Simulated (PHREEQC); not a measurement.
# Acid mine or pickling water: an equilibrium model

Synthetic water in mg/L, 91 °C, pH 3.09, pe 10.2: Na 16.7; K 57; Ca 153; Mg 7.34; Cl 67.2; S(6) as SO4 475; O(0) (dissolved oxygen) 2.33; Cu(2) 3.95.

Na is adjusted to close the charge balance.
Valence states are taken as typed.

Equilibrium calculation in PHREEQC: ion-association model, phreeqc.dat.

This is a speciation only: nothing precipitates in the calculation.

Estimate the ionic strength, specific conductance.

ionic strength 0.0151 mol/kgw; specific conductance 3660 µS/cm.

In which forms is S present?

SO4-2 61 %, HSO4- 18 %, CaSO4 16 %, MgSO4 3.0 %, KSO4- 0.9 % of the S.

Species that the database lacks are ignored. Constants without temperature data keep their 25 °C values here.
